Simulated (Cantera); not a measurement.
Charge: 1 mol MgSO4, 2.5 mol H2, 0.54 mol O2, equilibrated at 1223.15 K and 0.133 bar.

Method: chemical equilibrium by Gibbs-energy minimisation in Cantera with the NASA 1993 tables (ideal gas, pure condensed phases). Candidate condensed phases: H2O, H2SO4, Mg, MgO, Mg(OH)2, MgS, MgSO4, S; 26 gas species. Gases not in the tables: S3 to S7. The numbers say what is thermodynamically allowed, not how fast it happens.

Q: What is the equilibrium state?

A: 
| Property | Result |
|---|---|
| x(H2O) | 0.713 |
| x(SO2) | 0.244 |
| x(S2) | 0.0189 |
| x(H2) | 0.0118 |
| x(H2S) | 0.0111 |
| x(S2O) | 0.000816 |
| x(SO) | 0.000288 |
| x(SH) | 6.27e-5 |
| n(MgO(s)) | 1.00 mol |
| gas amount | 3.395 mol |
| log10 activity of S(l) (absent) | -2.14 |
| log10 activity of Mg(l) (absent) | -14.05 |
